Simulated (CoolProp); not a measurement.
Properties of the fluoroketone C6F12O (FK-5-1-12) along the isobar 50.5 bar (Tc = 168.7 °C, pc = 18.69 bar, ω = 0.471).

Computed with CoolProp (reference Helmholtz-energy equation of state, McLinden 2015).

| T (°C) | phase | density (kg/m³) | isothermal compressibility (1/MPa) | expansivity (1/kK) |
|---|---|---|---|---|
| -14.65 | liquid | 1731 | ? | 1.518 |
| 2.65 | liquid | 1686 | 0.001986 | 1.587 |
| 19.85 | liquid | 1639 | ? | 1.672 |
| 37.15 | liquid | 1591 | 0.002989 | 1.777 |
| 54.35 | liquid | 1541 | 0.003737 | 1.906 |
| 71.65 | liquid | 1489 | 0.004752 | ? |
| 88.85 | liquid | ? | 0.006144 | 2.264 |
| 106.15 | liquid | 1377 | 0.008133 | 2.518 |
| 123.35 | liquid | 1315 | 0.01105 | 2.847 |
| 140.65 | liquid | ? | ? | 3.297 |
| 157.85 | liquid | 1172 | 0.02298 | 3.931 |
| 175.15 | supercritical | 1087 | 0.03597 | ? |
| 192.35 | supercritical | 989.6 | 0.05921 | 6.137 |
| 209.65 | supercritical | 878.8 | 0.09799 | 7.578 |
| 226.85 | supercritical | 764.4 | 0.1477 | ? |

Fill in the missing entries.


- -14.65, isothermal compressibility (1/MPa): 0.001645
- 19.85, isothermal compressibility (1/MPa): 0.002421
- 71.65, expansivity (1/kK): 2.066
- 88.85, density (kg/m³): 1435
- 140.65, density (kg/m³): 1247
- 140.65, isothermal compressibility (1/MPa): 0.01558
- 175.15, expansivity (1/kK): 4.856
- 226.85, expansivity (1/kK): 8.490
